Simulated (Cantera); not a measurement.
A closed system holds: 1 mol AlCl3, 9.6 mol NH3, 1.7 mol N2, equilibrated at 0.0100 bar.

Method: chemical equilibrium by Gibbs-energy minimisation in Cantera with the NASA 1993 tables (ideal gas, pure condensed phases). Candidate condensed phases: Al, AlCl3, AlN, NH4Cl; 20 gas species. The tables' values for AlCl2 are old estimates; treat these amounts as uncertain. Equilibrium is a limit: real reactors are often held back by kinetics, nucleation or transport.

x: gas mole fraction; n: condensed amount in mol.

```tsv
T (K)	x H2	x N2	x HCl	x AlCl	x AlCl3	x H	n AlN(s)
748	0.613	0.282	0.0885	<1e-12	0.0161	2.25e-12	0.646
848	0.616	0.283	0.0838	4.71e-12	0.0177	1.49e-10	0.612
948	0.618	0.283	0.0800	9.17e-10	0.0190	4.12e-9	0.584
1048	0.619	0.284	0.0769	[?]	0.0200	[?]	0.562
1148	0.620	0.284	0.0744	2.13e-6	0.0208	5.64e-7	0.543
1248	0.621	0.285	0.0723	3.96e-5	0.0214	3.68e-6	0.526
1348	0.622	0.285	0.0701	0.000472	0.0215	1.82e-5	0.499
1448	0.621	0.286	0.0665	0.00386	0.0200	7.26e-5	0.411
1548	0.612	0.288	0.0571	0.0215	0.0138	0.000241	0.0545
1648	0.600	0.286	0.0692	0.0314	0.00623	0.000690	0
1748	0.591	0.285	0.0779	0.0366	0.00233	0.00176	0
1848	0.586	0.284	0.0819	0.0394	0.000810	0.00406	0
1948	0.581	0.283	0.0833	0.0408	[?]	[?]	0
2048	0.573	0.281	0.0831	0.0414	0.000109	0.0170	0
```

Some entries are withheld; supply them.


- 1048, x AlCl: 6.43e-8
- 1048, x H: 6.08e-8
- 1948, x AlCl3: 0.000289
- 1948, x H: 0.00861
